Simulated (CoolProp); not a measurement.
Vapour-liquid equilibrium of carbon dioxide (1) + hydrogen sulfide (2) at 1.84 MPa; x and y are mole fractions of (1).

Computed with CoolProp (multi-fluid Helmholtz-energy mixture model, Span 1996 and Lemmon 2006; pair parameters Kunz 2012).

```tsv
x	bubble temperature, mixture model (°C)	bubble temperature, Raoult's law (°C)	y, mixture model	y, Raoult's law
0.05	13.2	17.1	0.199	0.145
0.125	4.1	11.7	0.398	0.319
0.2	-2.3	6.9	0.521	0.453
0.275	-6.8	2.7	0.603	0.560
0.35	-10.1	-1.0	0.660	0.646
0.425	-12.5	-4.3	0.704	0.716
0.5	-14.5	-7.4	0.740	0.775
0.575	-16.1	-10.1	0.773	0.825
0.65	-17.5	-12.6	0.805	0.867
0.725	-18.8	-15.0	0.837	0.903
0.8	-19.9	-17.1	0.873	0.935
0.875	-20.9	-19.1	0.914	0.962
0.95	-21.7	-21.0	0.962	0.986
```

The largest gap from Raoult's law is -9.5 K in bubble temperature, at x = 0.275. No azeotrope shows between x = 0.05 and 0.95.

The pair parameters rest on a limited set of measurements; away from them the model extrapolates.
